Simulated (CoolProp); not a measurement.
Vapour-liquid equilibrium of CHF3 (R23) (1) + R134a (2) at 843 kPa; x and y are mole fractions of (1).

Computed with CoolProp (multi-fluid Helmholtz-energy mixture model, Penoncello 2003 and Tillner-Roth 1994; pair parameters Bell 2016).

### Question
Give the bubble temperature and the first vapour's composition at x = 0.05, 0.425, 0.5. Is there an azeotrope?

### Answer
x = 0.05: 299.8 K, y = 0.184; x = 0.425: 264.3 K, y = 0.824; x = 0.5: 259.5 K, y = 0.870. No azeotrope shows between x = 0.05 and 0.95.

The pair parameters rest on a limited set of measurements; away from them the model extrapolates.
